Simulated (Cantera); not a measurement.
Feed: 1 mol SiHCl₃, 36 mol N₂, held at 2.10 Torr.

Cantera equilibrium calculation (NASA polynomials, part measured and part estimated; ideal gas, pure solids and liquids). Candidate condensed phases: NH₄Cl, Si, Si₃N₄; 28 gas species. The tables' values for SiCl₃, SiCl are old estimates; treat these amounts as uncertain. Kinetics and transport are ignored. All values below are at 1800 K.

Base state: N₂ 0.946, SiCl₂ 0.0258, HCl 0.0229, Cl 0.00304, H₂ 0.00153, SiCl₃ 0.000403, H 0.000265, SiCl 7.38e-5 (mole fractions); condensed: gas only.

What changes in the equilibrium state with this change: 0.17 mol NH₃ added?


| species | before | after |
|---|---|---|
| N₂ | 0.946 | 0.940 |
| SiCl₂ | 0.0258 | 0.0256 |
| HCl | 0.0229 | 0.0247 |
| H₂ | 0.00153 | 0.00704 |
| SiCl₄ | 1.02e-5 | 2.55e-6 |
| Si | 2.75e-5 | 0.000108 |
| H | 0.000265 | 0.000568 |
| SiCl₃ | 0.000403 | 0.000201 |
| Cl | 0.00304 | 0.00152 |
